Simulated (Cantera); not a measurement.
Input: 1 mol Ti, 2.8 mol H₂, 0.72 mol CH₄, held at 10.0 mbar.

Cantera equilibrium calculation (NASA polynomials, part measured and part estimated; ideal gas, pure solids and liquids). Candidate condensed phases: C, C₆H₆, C₇H₈, C₈H₁₈, Ti, TiC; 77 gas species. Mutual solubility and eutectic melting of coexisting phases are not modelled. TiC: taken at fixed stoichiometry. Condensed phases not in the tables: N, O or C dissolved in the metal. The numbers say what is thermodynamically allowed, not how fast it happens.

log p: log10 of the partial pressure in bar; n: condensed amount in mol.

```
T (°C)  log p H₂  log p H  log p Ti  n Ti(β)  n TiC(s)  n Ti(l)
------  --------  -------  --------  -------  --------  -------
1002       -2.00    -7.13       ___    0.280     0.720        0
1152       -2.00    -6.17       ___    0.280     0.720        0
1302       -2.00    -5.38       ___    0.280     0.720        0
1452       -2.00    -4.73       ___    0.280     0.720        0
1602       -2.00    -4.18       ___    0.279     0.720        0
1752       -2.01    -3.72       ___        0     0.720    0.274
1902       -2.02    -3.32       ___        0     0.720    0.244
```

Q: What belongs in the gaps?

A: 
- 1002, log p Ti: -11.80
- 1152, log p Ti: -9.81
- 1302, log p Ti: -8.21
- 1452, log p Ti: -6.89
- 1602, log p Ti: -5.78
- 1752, log p Ti: -4.86
- 1902, log p Ti: -4.09
